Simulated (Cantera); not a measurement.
**Equilibrium for abatement and gas-phase synthesis: PH3 + H2**

Input: 1 mol PH3, 0.052 mol H2, at 2150 K and 5.40 bar.

Equilibrium computed with Cantera from the NASA thermochemical tables; the gas is ideal and each condensed phase is pure. Candidate condensed phases: P; 7 gas species. The numbers say what is thermodynamically allowed, not how fast it happens.

- x(H2): 0.756
- x(P2): 0.240
- x(P4): 0.00186
- x(H): 0.00158
- x(PH): 0.000508
- x(P): 0.000248
- x(PH3): 0.000220
- gas amount: 2.050 mol
- log10 activity of P(l) (absent): -1.17
